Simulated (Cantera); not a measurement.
Cantera run:

```python
import numpy as np
import cantera as ct

gas_names = [...]  # 47 gases of nasa_gas.yaml made of Cl, H, N, O, Si
cond_names = """
    H2O(s) H2O(L) NH4CL(a) NH4CL(b) Si(cr) Si(L) SiO2(Lqz) SiO2(hqz) SiO2(L) Si2N2O(s) Si3N4(a)
""".split()


# ... load() reads the species with a 1 bar reference pressure and builds the phases ...
atoms = {
    'Si3N4': {'Si': 3, 'N': 4},
    'N2O': {'N': 2, 'O': 1},
    'H2': {'H': 2},
    'HCl': {'H': 1, 'CL': 1},
}
top_T = {'Si2N2O(s)': 2100, 'Si3N4(a)': 2400}  # K; cautious upper limits of use, not melting points


# ... equilibrate(T, P, feed) seeds the gas with the atoms and calls Mixture.equilibrate('TP', solver="vcs", rtol=1e-11, max_steps=5000) ...
results = []
feed = {'Si3N4': 1, 'N2O': 0.1, 'H2': 110, 'HCl': 0.00028}  # mol
P = 0.26  # Pa
for T in [1750, 1800, 1850, 1900, 1950, 2000, 2050, 2100, 2150]:
    mix = equilibrate(T, P, feed)
    results.append((T, P, feed, dict(zip(mix.species_names, mix.species_moles))))

top = {s: max(r[3][s] / sum(r[3][g] for g in gas_names) for r in results) for s in gas_names}
cols = sorted((s for s in top if top[s] > 1e-06), key=lambda s: -top[s])[:9]
seen = [c for c in cond_names if any(r[3].get(c, 0) > 1e-12 for r in results)]
print("log10 of partial pressures in bar; condensed amounts in mol")
print(f"{'T/K':>10s}" + "".join(f"{s[:9]:>10s}" for s in cols + seen))
for T, P, feed, n in results:
    ng = sum(n[g] for g in gas_names)
    print(f"{T:10.4g}" + "".join(f"{np.log10(max(n[s] / ng * P / 1e5, 1e-99)):10.3f}" for s in cols)
          + "".join(f"{n.get(c, 0):10.4g}" for c in seen))
```

It prints:

```
log10 of partial pressures in bar; condensed amounts in mol
       T/K         H        H2        Si        N2       SiO       SiH       Si2       SiN       HCL
      1750    -6.467    -5.667    -7.214    -7.353    -8.676    -9.926   -10.891   -11.179   -11.280
      1800    -6.297    -5.701    -7.229    -7.368    -8.690   -10.022   -11.178   -11.267   -11.322
      1850    -6.143    -5.749    -7.249    -7.389    -8.711   -10.127   -11.463   -11.359   -11.381
      1900    -6.009    -5.816    -7.275    -7.415    -8.737   -10.245   -11.746   -11.458   -11.462
      1950    -5.894    -5.907    -7.306    -7.446    -8.768   -10.376   -12.028   -11.561   -11.570
      2000    -5.802    -6.026    -7.341    -7.481    -8.803   -10.523   -12.305   -11.666   -11.708
      2050    -5.731    -6.174    -7.376    -7.516    -8.838   -10.681   -12.573   -11.769   -11.876
      2100    -5.681    -6.349    -7.406    -7.546    -8.868   -10.847   -12.823   -11.862   -12.068
      2150    -5.648    -6.546    -7.430    -7.570    -8.892   -11.014   -13.050   -11.944   -12.277
```

Method: chemical equilibrium by Gibbs-energy minimisation in Cantera with the NASA 1993 tables (ideal gas, pure condensed phases).
